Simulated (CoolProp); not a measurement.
Properties of n-nonane at several states.

Values from CoolProp's reference Helmholtz-energy equation of state, Lemmon 2006. It is a short technical equation, of lower accuracy than the large ones.

| T (K) | p (MPa) | phase | Z | isothermal compressibility (1/MPa) |
|---|---|---|---|---|
| 242.6 | 0.26 | liquid | (withheld) | (withheld) |
| 586.7 | 0.0224 | gas | 0.9964 | 44.81 |
| 381.4 | 2.87 | liquid | (withheld) | (withheld) |

Q: Some entries are withheld; supply them.

A: 
- 242.6, Z: 0.02181
- 242.6, isothermal compressibility (1/MPa): 0.0008097
- 381.4, Z: 0.1784
- 381.4, isothermal compressibility (1/MPa): 0.002162
